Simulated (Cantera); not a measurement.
Cantera with NASA thermochemical tables; ideal gases at 1 bar, condensed phases pure. Values are per mole of reaction as written; species without (g) are pure solids or liquids, kept so even where they would boil at 1 bar.

1.2 Ti + O2(g) = 0.4 Ti3O5

```tsv
T (K)	ΔH° (kJ)	ΔS° (J/K)	ΔG° (kJ)	log10 K	condensed phases
300	-983.7	-190.3	-926.6	161.33	Ti(α), Ti3O5(s)
748	(withheld)	(withheld)	(withheld)	(withheld)	Ti(α), Ti3O5(s)
948	-972.2	-167.8	-813.2	44.80	Ti(α), Ti3O5(s)
1148	-971.0	-166.6	-779.8	35.48	Ti(α), Ti3O5(s)
1348	(withheld)	(withheld)	(withheld)	(withheld)	Ti(β), Ti3O5(s)
1548	(withheld)	(withheld)	(withheld)	(withheld)	Ti(β), Ti3O5(s)
1748	-965.1	-163.2	-679.8	20.31	Ti(β), Ti3O5(s)
```

Fill in the missing entries.


- 748, ΔH° (kJ): -974.2
- 748, ΔS° (J/K): -170.1
- 748, ΔG° (kJ): -846.9
- 748, log10 K: 59.14
- 1348, ΔH° (kJ): -972.1
- 1348, ΔS° (J/K): -167.8
- 1348, ΔG° (kJ): -746.0
- 1348, log10 K: 28.90
- 1548, ΔH° (kJ): -968.6
- 1548, ΔS° (J/K): -165.3
- 1548, ΔG° (kJ): -712.6
- 1548, log10 K: 24.05
